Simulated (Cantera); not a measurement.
An isothermal, constant-pressure homogeneous reactor starts with 41.0 % CH4, 49.2 % H2O, 9.84 % H2, at 1725 K and 100000 Pa.

Cantera simulation using GRI-Mech 3.0 (53 species, 325 reactions); the numbers are that mechanism's predictions, not measurements.

x: mole fraction; the columns are a selection and need not sum to one.

```json
[
 {"t (s)": "1.00e-6", "x CH4": "0.410", "x H2O": "0.492", "x H2": "0.0984", "x HCO": "<1e-12", "x C2H2": "<1e-12"},
 {"t (s)": "8.18e-6", "x CH4": "0.409", "x H2O": "0.492", "x H2": "0.0985", "x HCO": "2.15e-12", "x C2H2": "1.45e-9"},
 {"t (s)": "6.69e-5", "x CH4": "0.406", "x H2O": "0.491", "x H2": "0.100", "x HCO": "?", "x C2H2": "8.52e-6"},
 {"t (s)": "0.000547", "x CH4": "0.369", "x H2O": "0.482", "x H2": "0.132", "x HCO": "?", "x C2H2": "0.00504"},
 {"t (s)": "0.00447", "x CH4": "0.207", "x H2O": "0.420", "x H2": "0.299", "x HCO": "?", "x C2H2": "0.0657"},
 {"t (s)": "0.0366", "x CH4": "0.0547", "x H2O": "0.335", "x H2": "0.476", "x HCO": "?", "x C2H2": "0.109"},
 {"t (s)": "0.299", "x CH4": "0.0248", "x H2O": "0.199", "x H2": "0.600", "x HCO": "?", "x C2H2": "0.0635"},
 {"t (s)": "2.45", "x CH4": "0.00914", "x H2O": "0.0746", "x H2": "0.703", "x HCO": "?", "x C2H2": "0.0118"},
 {"t (s)": "20.0", "x CH4": "0.000788", "x H2O": "0.0425", "x H2": "0.732", "x HCO": "?", "x C2H2": "9.47e-5"}
]
```

### Question
Complete the blanks.

### Answer

- 6.69e-5, x HCO: 1.80e-9
- 0.000547, x HCO: 2.09e-8
- 0.00447, x HCO: 9.88e-9
- 0.0366, x HCO: 4.71e-9
- 0.299, x HCO: 1.18e-8
- 2.45, x HCO: 2.27e-8
- 20.0, x HCO: 2.60e-8
